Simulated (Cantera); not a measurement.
A Cantera script and what it prints.

```python
import numpy as np
import cantera as ct

gas_names = [...]  # 113 gases of nasa_gas.yaml made of C, H, O, Ta
cond_names = """
    C(gr) C6H6(L) C7H8(L) C8H18(L),n-octa H2O(s) H2O(L) Ta(cr) Ta(L) TaC(s) TaC(L) Ta2O5(s) Ta2O5(L)
""".split()


# ... load() reads the species with a 1 bar reference pressure and builds the phases ...
atoms = {
    'Ta2O5': {'Ta': 2, 'O': 5},
    'C': {'C': 1},
    'H2': {'H': 2},
}
top_T = {'C(gr)': 4500}  # K; cautious upper limits of use, not melting points


# ... equilibrate(T, P, feed) seeds the gas with the atoms and calls Mixture.equilibrate('TP', solver="vcs", rtol=1e-11, max_steps=5000) ...
results = []
feed = {'Ta2O5': 1, 'C': 1.2, 'H2': 0.2}  # mol
P = 13332.2  # Pa
for T in [825, 900, 975, 1050, 1125, 1200, 1275, 1350, 1425, 1500, 1575, 1650, 1725, 1800]:
    mix = equilibrate(T, P, feed)
    results.append((T, P, feed, dict(zip(mix.species_names, mix.species_moles))))
    x = sorted(zip(gas.X, gas.species_names), reverse=True)
    print(f"T = {T:g} K  P = {P:g} Pa  gas = {mix.phase_moles(0):.4g} mol")
    print("   x: " + "  ".join(f"{s} {v:.3e}" for v, s in x if v > 1e-05))
    print("   condensed (mol): " + ("  ".join(f"{mix.phase(i).name} {mix.phase_moles(i):.4g}"
          for i in range(1, mix.n_phases) if mix.phase_moles(i) > 1e-12) or "none"))
```

Output:

```
T = 825 K  P = 13332.2 Pa  gas = 0.1821 mol
   x: H2 9.019e-01  CH4 9.810e-02  H2O 1.155e-05
   condensed (mol): C(gr) 1.182  TaC(s) 1.396e-06  Ta2O5(s) 1
T = 900 K  P = 13332.2 Pa  gas = 0.1926 mol
   x: H2 9.614e-01  CH4 3.845e-02  CO 1.368e-04  H2O 4.257e-05
   condensed (mol): C(gr) 1.193  TaC(s) 1.383e-05  Ta2O5(s) 1
T = 975 K  P = 13332.2 Pa  gas = 0.1971 mol
   x: H2 9.822e-01  CH4 1.616e-02  CO 1.562e-03  H2O 1.229e-04
   condensed (mol): C(gr) 1.196  TaC(s) 0.0001329  Ta2O5(s) 0.9999
T = 1050 K  P = 13332.2 Pa  gas = 0.201 mol
   x: H2 9.799e-01  CO 1.249e-02  CH4 7.329e-03  H2O 2.962e-04
   condensed (mol): C(gr) 1.195  TaC(s) 0.001029  Ta2O5(s) 0.9995
T = 1125 K  P = 13332.2 Pa  gas = 0.2155 mol
   x: H2 9.210e-01  CO 7.511e-02  CH4 3.263e-03  H2O 5.931e-04  CO2 4.398e-05
   condensed (mol): C(gr) 1.177  TaC(s) 0.006533  Ta2O5(s) 0.9967
T = 1200 K  P = 13332.2 Pa  gas = 0.3115 mol
   x: H2 6.396e-01  CO 3.585e-01  CH4 8.615e-04  H2O 7.932e-04  CO2 3.238e-04
   condensed (mol): C(gr) 1.043  TaC(s) 0.04484  Ta2O5(s) 0.9776
T = 1275 K  P = 13332.2 Pa  gas = 1.057 mol
   x: CO 8.098e-01  H2 1.889e-01  CO2 9.130e-04  H2O 3.541e-04  CH4 2.959e-05
   condensed (mol): TaC(s) 0.3432  Ta2O5(s) 0.8284
T = 1350 K  P = 13332.2 Pa  gas = 1.057 mol
   x: CO 8.098e-01  H2 1.888e-01  CO2 9.043e-04  H2O 4.143e-04
   condensed (mol): TaC(s) 0.3433  Ta2O5(s) 0.8284
T = 1425 K  P = 13332.2 Pa  gas = 1.057 mol
   x: CO 8.098e-01  H2 1.888e-01  CO2 8.969e-04  H2O 4.755e-04
   condensed (mol): TaC(s) 0.3433  Ta2O5(s) 0.8284
T = 1500 K  P = 13332.2 Pa  gas = 1.057 mol
   x: CO 8.098e-01  H2 1.887e-01  CO2 8.906e-04  H2O 5.370e-04  H 2.094e-05
   condensed (mol): TaC(s) 0.3433  Ta2O5(s) 0.8284
T = 1575 K  P = 13332.2 Pa  gas = 1.057 mol
   x: CO 8.098e-01  H2 1.886e-01  CO2 8.853e-04  H2O 5.983e-04  H 4.943e-05
   condensed (mol): TaC(s) 0.3433  Ta2O5(s) 0.8283
T = 1650 K  P = 13332.2 Pa  gas = 1.057 mol
   x: CO 8.098e-01  H2 1.885e-01  CO2 8.808e-04  H2O 6.588e-04  H 1.080e-04
   condensed (mol): TaC(s) 0.3433  Ta2O5(s) 0.8283
T = 1725 K  P = 13332.2 Pa  gas = 1.057 mol
   x: CO 8.098e-01  H2 1.884e-01  CO2 8.771e-04  H2O 7.182e-04  H 2.208e-04
   condensed (mol): TaC(s) 0.3433  Ta2O5(s) 0.8283
T = 1800 K  P = 13332.2 Pa  gas = 1.057 mol
   x: CO 8.097e-01  H2 1.882e-01  CO2 8.739e-04  H2O 7.762e-04  H 4.255e-04
   condensed (mol): TaC(s) 0.3434  Ta2O5(s) 0.8283
```

Cantera equilibrium calculation (NASA polynomials, part measured and part estimated; ideal gas, pure solids and liquids). Mutual solubility and eutectic melting of coexisting phases are not modelled. TaC: taken at fixed stoichiometry. Condensed phases not in the tables: Ta2C.
